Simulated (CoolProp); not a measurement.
Vapour-liquid equilibrium of CH2F2 (R32) (1) + fluoroethane (R161) (2) at 1.22 bar; x and y are mole fractions of (1).

The numbers come from the multi-fluid Helmholtz-energy mixture model, Tillner-Roth 1997 and Wu 2012; pair parameters Bell 2016 in CoolProp.

```json
[
 {"x": "0.05", "bubble temperature, mixture model (K)": "238.2", "bubble temperature, Raoult's law (K)": "238.7", "y, mixture model": "0.108", "y, Raoult's law": "0.093"},
 {"x": "0.125", "bubble temperature, mixture model (K)": "236.3", "bubble temperature, Raoult's law (K)": "237.2", "y, mixture model": "0.240", "y, Raoult's law": "0.218"},
 {"x": "0.2", "bubble temperature, mixture model (K)": "234.7", "bubble temperature, Raoult's law (K)": "235.8", "y, mixture model": "0.348", "y, Raoult's law": "0.328"},
 {"x": "0.275", "bubble temperature, mixture model (K)": "233.4", "bubble temperature, Raoult's law (K)": "234.6", "y, mixture model": "0.438", "y, Raoult's law": "0.426"},
 {"x": "0.35", "bubble temperature, mixture model (K)": "232.2", "bubble temperature, Raoult's law (K)": "233.4", "y, mixture model": "0.517", "y, Raoult's law": "0.514"},
 {"x": "0.425", "bubble temperature, mixture model (K)": "231.1", "bubble temperature, Raoult's law (K)": "232.2", "y, mixture model": "0.587", "y, Raoult's law": "0.592"},
 {"x": "0.5", "bubble temperature, mixture model (K)": "230.2", "bubble temperature, Raoult's law (K)": "231.1", "y, mixture model": "0.651", "y, Raoult's law": "0.663"},
 {"x": "0.575", "bubble temperature, mixture model (K)": "229.3", "bubble temperature, Raoult's law (K)": "230.1", "y, mixture model": "0.711", "y, Raoult's law": "0.727"},
 {"x": "0.65", "bubble temperature, mixture model (K)": "228.5", "bubble temperature, Raoult's law (K)": "229.2", "y, mixture model": "0.767", "y, Raoult's law": "0.786"},
 {"x": "0.725", "bubble temperature, mixture model (K)": "227.7", "bubble temperature, Raoult's law (K)": "228.2", "y, mixture model": "0.820", "y, Raoult's law": "0.839"},
 {"x": "0.8", "bubble temperature, mixture model (K)": "227.0", "bubble temperature, Raoult's law (K)": "227.4", "y, mixture model": "0.872", "y, Raoult's law": "0.888"},
 {"x": "0.875", "bubble temperature, mixture model (K)": "226.3", "bubble temperature, Raoult's law (K)": "226.5", "y, mixture model": "0.921", "y, Raoult's law": "0.933"},
 {"x": "0.95", "bubble temperature, mixture model (K)": "225.6", "bubble temperature, Raoult's law (K)": "225.7", "y, mixture model": "0.969", "y, Raoult's law": "0.974"}
]
```

The largest gap from Raoult's law is -1.2 K in bubble temperature, at x = 0.275. No azeotrope shows between x = 0.05 and 0.95.

The pair parameters rest on a limited set of measurements; away from them the model extrapolates.
